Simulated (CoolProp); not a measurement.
Saturation properties of sulfur hexafluoride (Tc = 45.6 °C, pc = 3.755 MPa, ω = 0.210).

Values from CoolProp's reference Helmholtz-energy equation of state, Guder 2009.

| T (°C) | p (MPa) | vapour density (kg/m³) | enthalpy of vaporisation (kJ/kg) | liquid viscosity (µPa s) | liquid conductivity (mW/(m K)) |
|---|---|---|---|---|---|
| -30.75 | 0.4795 | 39.37 | 102.1 | 308 | 71.3 |
| -25.85 | 0.5682 | 46.51 | 99.63 | 285 | 69.9 |
| -20.95 | 0.6685 | 54.67 | 97.03 | 263 | 68.4 |
| -16.15 | 0.7790 | 63.78 | 94.34 | 243 | 66.9 |
| -11.25 | 0.9053 | 74.38 | 91.44 | 224 | 65.4 |
| -6.45 | 1.043 | 86.23 | 88.41 | 206 | 63.8 |
| -1.55 | 1.199 | 100.0 | 85.11 | 190 | 62.2 |
| 3.35 | 1.372 | 115.9 | 81.57 | 174 | 60.6 |
| 8.15 | 1.558 | 133.8 | 77.83 | 160 | 59.0 |
| 13.05 | 1.767 | 154.9 | 73.67 | 147 | 57.2 |
| 17.85 | 1.991 | 179.3 | 69.19 | 134 | 55.5 |
| 22.75 | 2.241 | 208.8 | 64.08 | 122 | 53.7 |
| 27.65 | 2.515 | 244.9 | 58.25 | 109 | 51.7 |

Viscosity comes from a separate model (Quiñones-Cisneros 2012). Thermal conductivity comes from a separate model (Assael 2012).
